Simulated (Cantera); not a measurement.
A freely propagating, adiabatic, planar premixed flame of CH4 : H2 : O2 : N2 = 1 : 0.043 : 1.44 : 4.19 (molar parts), unburnt at 425 K and 500000 Pa; multicomponent+Soret transport, grid criteria slope 0.08 and curve 0.16, no radiation.

Detailed kinetics in Cantera: GRI-Mech 3.0 (53 species, 325 reactions). Burning velocities carry a grid error of a few per cent, more on coarse grids.

x: mole fraction of selected species; z is measured from the peak of heat release.

```tsv
z (mm)	T (K)	u (m/s)	x CH4	x H2	x O2	x CH2CO	x NO	x H2O
-0.449	426	0.325	0.150	0.00792	0.215	<1e-8	<1e-8	8.77e-5
-0.299	431	0.330	0.148	?	0.215	?	<1e-8	?
-0.224	453	0.349	0.145	0.0141	0.213	1.34e-6	3.02e-8	0.00351
-0.150	593	0.460	0.132	0.0222	0.203	1.97e-5	3.68e-7	0.0196
-0.0748	1152	0.918	0.0892	0.0394	0.146	0.000216	5.47e-6	0.0842
-0.0374	1601	1.30	0.0507	0.0505	0.0916	0.000483	1.26e-5	0.140
0	1999	1.65	0.0160	0.0592	0.0367	0.000390	2.29e-5	0.190
0.0374	2187	1.82	?	0.0629	?	?	?	0.211
0.0748	2247	1.87	0.00114	0.0652	0.00269	2.86e-5	5.58e-5	0.215
0.150	2277	1.89	0.000269	0.0680	0.000267	6.25e-6	7.96e-5	0.214
0.299	2287	1.90	5.33e-5	0.0697	2.14e-5	1.03e-6	0.000103	0.212
0.598	2291	1.90	6.33e-6	0.0702	9.85e-6	9.54e-8	0.000124	0.212
1.20	2293	1.90	2.06e-7	0.0703	7.75e-6	<1e-8	0.000136	0.212
```

Question: What belongs in the gaps?

Answer: 
- -0.299, x H2: 0.0105
- -0.299, x CH2CO: 1.67e-7
- -0.299, x H2O: 0.000794
- 0.0374, x CH4: 0.00364
- 0.0374, x O2: 0.0101
- 0.0374, x CH2CO: 9.58e-5
- 0.0374, x NO: 3.89e-5
